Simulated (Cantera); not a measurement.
## Thermodynamics of halide evaporation, hydrolysis and transport, feed MgF2 + H2

Feed: 1 mol MgF2, a varied amount of H2, at 0.00210 Torr.

Method: chemical equilibrium by Gibbs-energy minimisation in Cantera with the NASA 1993 tables (ideal gas, pure condensed phases). Candidate condensed phases: Mg, MgF2; 17 gas species. Kinetics and transport are ignored.

Map the stable condensed phases over T = 850, 900, 950, 1000, 1050, 1100, 1150, 1200, 1250, 1300, 1350, 1400, 1450 K and n(H2) in mol = 3.1, 4.4, 6.3, 8.9, 13, 18, 25, 36, 50, 71.


```
T in K \ n(H2) in mol
         3.1 4.4 6.3 8.9  13  18  25  36  50  71
   1450    A   A   A   A   A   A   A   A   A   A
   1400    A   A   A   A   A   A   A   A   A   A
   1350    A   A   A   A   A   A   A   A   A   A
   1300    A   A   A   A   A   A   A   A   A   A
   1250    B   B   B   B   A   A   A   A   A   A
   1200    B   B   B   B   B   B   B   B   A   A
   1150    B   B   B   B   B   B   B   B   B   B
   1100    B   B   B   B   B   B   B   B   B   B
   1050    B   B   B   B   B   B   B   B   B   B
   1000    B   B   B   B   B   B   B   B   B   B
    950    B   B   B   B   B   B   B   B   B   B
    900    B   B   B   B   B   B   B   B   B   B
    850    B   B   B   B   B   B   B   B   B   B
```
A: gas only; B: MgF2.
